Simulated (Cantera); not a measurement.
# Premixed flame

A freely propagating, adiabatic, planar premixed flame of 54.5 % H2, 9.11 % O2, 36.4 % N2, equivalence ratio 3.0, unburnt at 325 K and 0.217 atm; multicomponent transport, grid criteria slope 0.08 and curve 0.16, no radiation.

Cantera simulation using the H2/O2 subset of GRI-Mech 3.0, which has no nitrogen chemistry; the numbers are that mechanism's predictions, not measurements. Burning velocities carry a grid error of a few per cent, more on coarse grids.

```
z (mm)  T (K)  u (m/s)   x H2     x O2       x O     x H2O     x HO2      x H
------  -----  -------  -----  -------  --------  --------  --------  -------
-8.62     325     2.20  0.545   0.0911     <1e-8     <1e-8     <1e-8    <1e-8
-5.75     325     2.20  0.545   0.0911     <1e-8     <1e-8     <1e-8    <1e-8
-4.31     325     2.20  0.545   0.0911     <1e-8     <1e-8     <1e-8    <1e-8
-2.87     325     2.20  0.545   0.0911     <1e-8   8.88e-8   3.13e-8    <1e-8
-1.44     359     2.42  0.542   0.0910   3.92e-6  0.000889  0.000118  5.27e-5
-0.718    631     4.17  0.515   0.0825  0.000110    0.0231   5.46e-5  0.00642
0         968     6.25  0.444   0.0558  0.000892    0.0832   1.85e-5   0.0348
0.718    1184     7.57  0.372   0.0159  0.000928     0.162   4.73e-6   0.0640
1.44     1274     8.12  0.354  0.00241  0.000257     0.188   6.76e-7   0.0685
2.87     1356     8.59  0.356  8.94e-5   9.16e-5     0.194   2.30e-8   0.0607
5.75     1441     9.08  0.365  1.86e-5   7.31e-5     0.195     <1e-8   0.0492
11.5     1526     9.56  0.373  1.25e-5   5.12e-5     0.196     <1e-8   0.0370
23.0     1599     9.96  0.381  7.06e-6   2.97e-5     0.197     <1e-8   0.0259
```
x: mole fraction of selected species; z is measured from the peak of heat release.

```yaml
laminar_burning_velocity: 220 cm/s
thermal_thickness: 2.87 mm
peak x(O): 0.00121
peak x(HO2): 0.000140
peak x(H): 0.0688
grid_points: 145
```
